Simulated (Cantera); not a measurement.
A perfectly stirred reactor is fed with N2O : O2 = 1 : 0.13 (molar parts), at 0.0210 bar; it is held at 1598 K, and followed from long to short residence time.

Model: GRI-Mech 3.0 (53 species, 325 reactions), integrated in Cantera. GRI-Mech 3.0 was tuned for natural gas; its chemistry of N2O as a main component is partial and can be far from experiment. Radical loss at walls, strong at low pressure, is not modelled. The temperature is held fixed by assumption; the heat of reaction is taken as removed at once.

Q: What does this change do: pressure from 0.0210 bar to 0.0267 bar?

A: 
```json
[
 {"quantity": "x(N2O) at τ = 5.70 s", "before": "0.0298", "after": "0.0241"},
 {"quantity": "x(O2) at τ = 5.70 s", "before": "0.292", "after": "0.295"},
 {"quantity": "x(NO) at τ = 5.70 s", "before": "0.170", "after": "0.167"},
 {"quantity": "x(NO2) at τ = 5.70 s", "before": "5.60e-5", "after": "6.20e-5"},
 {"quantity": "x(O) at τ = 5.70 s", "before": "0.000160", "after": "0.000154"},
 {"quantity": "x(N2O) at τ = 0.150 s", "before": "0.497", "after": "0.445"},
 {"quantity": "x(O2) at τ = 0.150 s", "before": "0.194", "after": "0.204"},
 {"quantity": "x(NO) at τ = 0.150 s", "before": "0.0800", "after": "0.0907"},
 {"quantity": "x(NO2) at τ = 0.150 s", "before": "1.89e-5", "after": "2.50e-5"},
 {"quantity": "x(O) at τ = 0.150 s", "before": "0.000172", "after": "0.000171"}
]
```

Q: What does this change do: pressure from 0.0210 bar to 0.220 bar?

A: 
| quantity | before | after |
|---|---|---|
| x(N2O) at τ = 5.70 s | 0.0298 | 0.00439 |
| x(O2) at τ = 5.70 s | 0.292 | 0.343 |
| x(NO) at τ = 5.70 s | 0.170 | 0.0833 |
| x(NO2) at τ = 5.70 s | 5.60e-5 | 0.000148 |
| x(O) at τ = 5.70 s | 0.000160 | 5.19e-5 |
| x(N2O) at τ = 0.150 s | 0.497 | 0.105 |
| x(O2) at τ = 0.150 s | 0.194 | 0.281 |
| x(NO) at τ = 0.150 s | 0.0800 | 0.146 |
| x(NO2) at τ = 0.150 s | 1.89e-5 | 0.000206 |
| x(O) at τ = 0.150 s | 0.000172 | 0.000141 |

Q: What does this change do: temperature 1598 to 1125 K?

A: 
| quantity | before | after |
|---|---|---|
| x(N2O) at τ = 5.70 s | 0.0298 | 0.865 |
| x(O2) at τ = 5.70 s | 0.292 | 0.121 |
| x(NO) at τ = 5.70 s | 0.170 | 0.00107 |
| x(NO2) at τ = 5.70 s | 5.60e-5 | 2.64e-7 |
| x(O) at τ = 5.70 s | 0.000160 | 5.24e-7 |
| x(N2O) at τ = 0.150 s | 0.497 | 0.884 |
| x(O2) at τ = 0.150 s | 0.194 | 0.115 |
| x(NO) at τ = 0.150 s | 0.0800 | 2.88e-5 |
| x(NO2) at τ = 0.150 s | 1.89e-5 | 6.71e-10 |
| x(O) at τ = 0.150 s | 0.000172 | 5.23e-7 |
The mechanism lacks the step 2 NO + O2 → 2 NO2, which can matter for NO2 below about 1400 K.
